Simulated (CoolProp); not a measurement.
R142b along the isotherm 167.85 °C: density (kg/m³) from the reference equation and from simpler models built on Tc = 137.1 °C, pc = 4.055 MPa, ω = 0.232; each cubic takes its own stable root.

Computed with CoolProp (reference Helmholtz-energy equation of state, Lemmon 2006). It is a short technical equation, of lower accuracy than the large ones.

| p (MPa) | phase | reference |
|---|---|---|
| 1.27 | gas | 38.22 |
| 2.53 | gas | 85.64 |
| 3.8 | gas | 151.3 |
| 5.07 | supercritical | 259.4 |
| 6.34 | supercritical | 455.5 |
| 7.6 | supercritical | 595.2 |
| 8.87 | supercritical | 663.1 |
| 10.1 | supercritical | 704.4 |
| 11.4 | supercritical | 736.3 |
| 12.7 | supercritical | 761.3 |
| 13.9 | supercritical | 780.6 |
| 15.2 | supercritical | 798.6 |
| 16.5 | supercritical | 814.4 |
| 17.7 | supercritical | 827.4 |
| 19 | supercritical | 840.2 |
| 20.3 | supercritical | 851.9 |

How far does each simpler model (Redlich-Kwong, Peng-Robinson) lie from the reference over these 16 states: mean and median of the absolute difference, and the worst?


- Redlich-Kwong: mean 7.4 %, median 9.0 %, worst -12.1 % at 167.85 °C and 8.87 MPa
- Peng-Robinson: mean 3.5 %, median 2.2 %, worst -9.9 % at 167.85 °C and 7.6 MPa
